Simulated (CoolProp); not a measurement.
Vapour-liquid equilibrium of C2F6 (R116) (1) + R22 (2) at -24.45 °C; x and y are mole fractions of (1).

The numbers come from the multi-fluid Helmholtz-energy mixture model, Lemmon 2006 and Kamei 1995; pair parameters Bell 2016 in CoolProp.

```json
[
 {"x": "0.05", "bubble pressure (bar)": "3.557", "y at the bubble point": "0.425", "dew pressure at overall composition x (bar)": "2.168", "liquid density (mol/L)": "15.31"},
 {"x": "0.15", "bubble pressure (bar)": "5.479", "y at the bubble point": "0.638", "dew pressure at overall composition x (bar)": "2.423", "liquid density (mol/L)": "14.49"},
 {"x": "0.25", "bubble pressure (bar)": "6.517", "y at the bubble point": "0.706", "dew pressure at overall composition x (bar)": "2.742", "liquid density (mol/L)": "13.72"},
 {"x": "0.35", "bubble pressure (bar)": "7.112", "y at the bubble point": "0.740", "dew pressure at overall composition x (bar)": "3.156", "liquid density (mol/L)": "12.99"},
 {"x": "0.45", "bubble pressure (bar)": "7.514", "y at the bubble point": "0.764", "dew pressure at overall composition x (bar)": "3.712", "liquid density (mol/L)": "12.32"},
 {"x": "0.55", "bubble pressure (bar)": "7.849", "y at the bubble point": "0.786", "dew pressure at overall composition x (bar)": "4.493", "liquid density (mol/L)": "11.70"},
 {"x": "0.65", "bubble pressure (bar)": "8.173", "y at the bubble point": "0.812", "dew pressure at overall composition x (bar)": "5.645", "liquid density (mol/L)": "11.13"},
 {"x": "0.75", "bubble pressure (bar)": "8.498", "y at the bubble point": "0.847", "dew pressure at overall composition x (bar)": "7.286", "liquid density (mol/L)": "10.62"},
 {"x": "0.85", "bubble pressure (bar)": "8.805", "y at the bubble point": "0.893", "dew pressure at overall composition x (bar)": "8.524", "liquid density (mol/L)": "10.17"},
 {"x": "0.95", "bubble pressure (bar)": "9.048", "y at the bubble point": "0.958", "dew pressure at overall composition x (bar)": "9.026", "liquid density (mol/L)": "9.777"}
]
```

No azeotrope shows between x = 0.05 and 0.95.

The pair parameters rest on a limited set of measurements; away from them the model extrapolates. With so large a gap from Raoult's law the liquid may split in two, which this calculation doesn't test in full.
